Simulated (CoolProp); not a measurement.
Computed with CoolProp (reference Helmholtz-energy equation of state, Setzmann 1991).

Question: For methane, give the phase and the cp (kJ/(kg K)), viscosity (µPa s) at -132.55 °C and 1.01 bar; -102.55 °C and 1.01 bar.

Answer: 
- -132.55 °C and 1.01 bar: gas; cp 2.13, viscosity 5.53
- -102.55 °C and 1.01 bar: gas; cp 2.11, viscosity 6.75

Viscosity comes from a separate model (Quiñones-Cisneros 2006).
